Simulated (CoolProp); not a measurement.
Saturation properties of hydrogen chloride (Tc = 324.7 K, pc = 8.314 MPa, ω = 0.130).

The numbers come from the reference Helmholtz-energy equation of state, Thol 2018 in CoolProp.

```tsv
T (K)	p (MPa)	liquid density (kg/m³)	enthalpy of vaporisation (kJ/kg)
177.4	0.05276	1211	454.9
184.7	0.08286	1194	447.4
192	0.1253	1175	439.6
199.2	0.1824	1157	431.6
206.5	0.2592	1138	422.9
213.8	0.3589	1119	413.8
221.1	0.4857	1099	404.2
228.3	0.6414	1078	394.1
235.6	0.8351	1057	383.1
242.9	1.070	1034	371.4
250.1	1.346	1011	358.9
257.4	1.676	986.4	345.3
264.7	2.063	960.2	330.5
271.9	2.506	932.7	314.5
```

It boils at 188.2 K under 1 atm.
